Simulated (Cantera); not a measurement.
Input: 1 mol SiCl4, 63 mol H2, equilibrated at 1575 K and 13.3 mbar.

Equilibrium computed with Cantera from the NASA thermochemical tables; the gas is ideal and each condensed phase is pure. Candidate condensed phases: Si; 19 gas species. The tables' values for SiCl3 are old estimates; treat these amounts as uncertain. The numbers say what is thermodynamically allowed, not how fast it happens.

Base state: H2 0.946, HCl 0.0461, SiCl2 0.00761, H 0.000350, SiCl3 6.55e-5, Cl 1.35e-5 (mole fractions); condensed: Si(s).

What changes in the equilibrium state with this change: H2 from 63 to 820 mol?


```
species       before     after
----------  --------  --------
H2             0.946     0.995
HCl           0.0461   0.00471
H           0.000350  0.000359
SiCl2        0.00761   7.57e-5
SiCl3        6.55e-5   6.50e-8
Cl           1.35e-5   1.35e-6
Si(s), mol     0.499     0.929
```
